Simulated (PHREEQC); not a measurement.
Solution (25 °C): 14 mmol/kgw NH4Cl, 0.1 mmol/kgw Na2CO3 and 5 mmol/kgw NaCl. Closed to the air; pH follows from the charge balance.

All values are PHREEQC results (ion-association model, wateq4f.dat), not measurements.

Precipitation was switched off in this run.

Order these C species by the share of C that they hold, largest first: CO2, HCO3-, NaHCO3.

HCO3- (89 %), CO2 (11 %), NaHCO3 (0.20 %)

The pH is 7.21 and the ionic strength 0.0191 mol/kgw. Species that the database lacks are ignored.
